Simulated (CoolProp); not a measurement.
Properties of hydrogen chloride along the isobar 99.8 bar (Tc = 324.7 K, pc = 83.14 bar, ω = 0.130).

The numbers come from the reference Helmholtz-energy equation of state, Thol 2018 in CoolProp.

| T (K) | phase | Joule-Thomson coefficient (K/MPa) | expansivity (1/kK) |
|---|---|---|---|
| 206.2 | liquid | -0.2943 | 2.138 |
| 231.6 | liquid | -0.2303 | 2.497 |
| 257 | liquid | -0.1169 | 3.077 |
| 282.4 | liquid | 0.1002 | 4.176 |
| 307.8 | liquid | 0.6285 | 7.222 |
| 333.2 | supercritical | 4.474 | 87.50 |
| 358.6 | supercritical | 7.216 | 12.48 |
| 384 | supercritical | 6.764 | 7.019 |
| 409.3 | supercritical | 6.190 | 5.108 |
| 434.7 | supercritical | 5.640 | 4.107 |
| 460.1 | supercritical | 5.145 | 3.484 |
| 485.5 | supercritical | 4.708 | 3.054 |
